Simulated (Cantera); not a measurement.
An isothermal, constant-pressure homogeneous reactor starts with CO : O2 : H2O : N2 = 0.0039 : 0.016 : 0.0032 : 1 (molar parts), equivalence ratio 0.12, at 1323 K and 100000 Pa. Integrator tolerance rtol = 1e-08.

Computed with Cantera and GRI-Mech 3.0 (53 species, 325 reactions).

**Question.** What does this change do: 0.015 parts H2 added?

**Answer.** 
| quantity | before | after |
|---|---|---|
| x(CO) at 90.0 s | 7.88e-9 (gas-phase equilibrium 7.90e-9) | 1.15e-8 (gas-phase equilibrium 1.15e-8) |
| x(O2) at 90.0 s | 0.0138 (gas-phase equilibrium 0.0137) | 0.00637 (gas-phase equilibrium 0.00632) |
| x(H2O) at 90.0 s | 0.00313 (gas-phase equilibrium 0.00313) | 0.0177 (gas-phase equilibrium 0.0177) |
| x(H) at 90.0 s | 9.43e-11 (gas-phase equilibrium 9.44e-11) | 2.72e-10 (gas-phase equilibrium 2.72e-10) |
| x(NO) at 90.0 s | 2.78e-7 (gas-phase equilibrium 0.000131) | 3.56e-6 (gas-phase equilibrium 8.88e-5) |
| x(H2) at 90.0 s | 3.49e-9 (gas-phase equilibrium 3.49e-9) | 2.89e-8 (gas-phase equilibrium 2.90e-8) |
